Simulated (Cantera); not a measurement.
Feed: 1 mol Hg, 0.04 mol H₂, at 477 °C and 13300 Pa.

Cantera equilibrium calculation (NASA polynomials, part measured and part estimated; ideal gas, pure solids and liquids). Candidate condensed phases: Hg; 3 gas species. Equilibrium is a limit: real reactors are often held back by kinetics, nucleation or transport.

Base state: Hg 0.962, H₂ 0.0385 (mole fractions); condensed: gas only.

Q: What changes in the equilibrium state with this change: 0.0021 mol O₂ added?

A: 
```csv
species,before,after
Hg,0.962,0.962
H₂,0.0385,0.0344
H₂O,0,0.00404
```
Further candidate phases: H₂O, HgO.
